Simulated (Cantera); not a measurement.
What does this Cantera script print?

```python
import numpy as np
import cantera as ct

gas_names = """
    H HNO HNO2 HNO3 HO2 H2 H2O H2O2 N NH NH2 NH3 NH2OH NO NO2 NO3 N2 N2H2 N2H4 N2O O OH O2 O3 Zr ZrN ZrO
    ZrO2
""".split()
cond_names = """
    H2O(s) H2O(L) Zr(a) Zr(b) Zr(L) ZrN(s) ZrN(L) ZrO2(a) ZrO2(b) ZrO2(L)
""".split()


# ... load() reads the species with a 1 bar reference pressure and builds the phases ...
atoms = {
    'ZrO2': {'Zr': 1, 'O': 2},
    'H2': {'H': 2},
    'N2': {'N': 2},
}
top_T = {}  # K; cautious upper limits of use, not melting points


# ... equilibrate(T, P, feed) seeds the gas with the atoms and calls Mixture.equilibrate('TP', solver="vcs", rtol=1e-11, max_steps=5000) ...
results = []
feed = {'ZrO2': 1, 'H2': 0.61, 'N2': 1.9}  # mol
P = 1333.22  # Pa
for T in [1300, 1375, 1450, 1525, 1600, 1675, 1750, 1825, 1900, 1975, 2050, 2125, 2200]:
    mix = equilibrate(T, P, feed)
    results.append((T, P, feed, dict(zip(mix.species_names, mix.species_moles))))
    x = sorted(zip(gas.X, gas.species_names), reverse=True)
    print(f"T = {T:g} K  P = {P:g} Pa  gas = {mix.phase_moles(0):.4g} mol")
    print("   x: " + "  ".join(f"{s} {v:.3e}" for v, s in x if v > 1e-06))
    print("   condensed (mol): " + ("  ".join(f"{mix.phase(i).name} {mix.phase_moles(i):.4g}"
          for i in range(1, mix.n_phases) if mix.phase_moles(i) > 1e-12) or "none"))
```

Output:

```
T = 1300 K  P = 1333.22 Pa  gas = 2.51 mol
   x: N2 7.570e-01  H2 2.430e-01  H 4.723e-06
   condensed (mol): ZrN(s) 6.665e-07  ZrO2(a) 1
T = 1375 K  P = 1333.22 Pa  gas = 2.51 mol
   x: N2 7.570e-01  H2 2.430e-01  H 1.463e-05
   condensed (mol): ZrN(s) 1.186e-06  ZrO2(a) 1
T = 1450 K  P = 1333.22 Pa  gas = 2.51 mol
   x: N2 7.570e-01  H2 2.430e-01  H 4.038e-05  H2O 1.582e-06
   condensed (mol): ZrN(s) 1.986e-06  ZrO2(a) 1
T = 1525 K  P = 1333.22 Pa  gas = 2.51 mol
   x: N2 7.569e-01  H2 2.430e-01  H 1.010e-04  H2O 2.494e-06
   condensed (mol): ZrN(s) 3.13e-06  ZrO2(b) 1
T = 1600 K  P = 1333.22 Pa  gas = 2.51 mol
   x: N2 7.569e-01  H2 2.429e-01  H 2.321e-04  H2O 3.747e-06
   condensed (mol): ZrN(s) 4.704e-06  ZrO2(b) 1
T = 1675 K  P = 1333.22 Pa  gas = 2.511 mol
   x: N2 7.568e-01  H2 2.427e-01  H 4.954e-04  H2O 5.425e-06
   condensed (mol): ZrN(s) 6.811e-06  ZrO2(b) 1
T = 1750 K  P = 1333.22 Pa  gas = 2.511 mol
   x: N2 7.566e-01  H2 2.424e-01  H 9.917e-04  H2O 7.601e-06
   condensed (mol): ZrN(s) 9.547e-06  ZrO2(b) 1
T = 1825 K  P = 1333.22 Pa  gas = 2.512 mol
   x: N2 7.563e-01  H2 2.419e-01  H 1.876e-03  H2O 1.035e-05
   condensed (mol): ZrN(s) 1.3e-05  ZrO2(b) 1
T = 1900 K  P = 1333.22 Pa  gas = 2.514 mol
   x: N2 7.557e-01  H2 2.409e-01  H 3.373e-03  H2O 1.372e-05
   condensed (mol): ZrN(s) 1.726e-05  ZrO2(b) 1
T = 1975 K  P = 1333.22 Pa  gas = 2.517 mol
   x: N2 7.548e-01  H2 2.394e-01  H 5.798e-03  H2O 1.776e-05
   condensed (mol): ZrN(s) 2.237e-05  ZrO2(b) 1
T = 2050 K  P = 1333.22 Pa  gas = 2.522 mol
   x: N2 7.533e-01  H2 2.371e-01  H 9.566e-03  H2O 2.246e-05
   condensed (mol): ZrN(s) 2.826e-05  ZrO2(b) 1
T = 2125 K  P = 1333.22 Pa  gas = 2.529 mol
   x: N2 7.512e-01  H2 2.336e-01  H 1.520e-02  H2O 2.779e-05
   condensed (mol): ZrN(s) 3.439e-05  ZrO2(b) 1
T = 2200 K  P = 1333.22 Pa  gas = 2.54 mol
   x: N2 7.481e-01  H2 2.285e-01  H 2.332e-02  H2O 3.361e-05  ZrO 3.871e-06
   condensed (mol): ZrN(s) 3.845e-05  ZrO2(b) 1
```

Method: chemical equilibrium by Gibbs-energy minimisation in Cantera with the NASA 1993 tables (ideal gas, pure condensed phases).
